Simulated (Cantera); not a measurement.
Input: 1 mol Cr2O3, 4 mol H2, 0.42 mol N2, at 0.00180 bar.

Equilibrium computed with Cantera from the NASA thermochemical tables; the gas is ideal and each condensed phase is pure. Candidate condensed phases: Cr, CrN, Cr2N, Cr2O3, H2O; 29 gas species. Mutual solubility and eutectic melting of coexisting phases are not modelled. Equilibrium is a limit: real reactors are often held back by kinetics, nucleation or transport.

**Question.** What share of the Cr ends up in condensed phases as a function of T (K), at 1148, 1248, 1348, 1448, 1548, 1648, 1748, 1848, 1948, 2048?

**Answer.** 
```
T (K)  Cr condensed (%)                as
-----  ----------------  ----------------
1148              100.0          Cr2O3(s)
1248              100.0  Cr(s) + Cr2O3(s)
1348              100.0  Cr(s) + Cr2O3(s)
1448              100.0  Cr(s) + Cr2O3(s)
1548               99.8  Cr(s) + Cr2O3(s)
1648               99.4          Cr2O3(s)
1748               98.5          Cr2O3(s)
1848               96.4          Cr2O3(s)
1948               92.3          Cr2O3(s)
2048               84.7          Cr2O3(s)
```
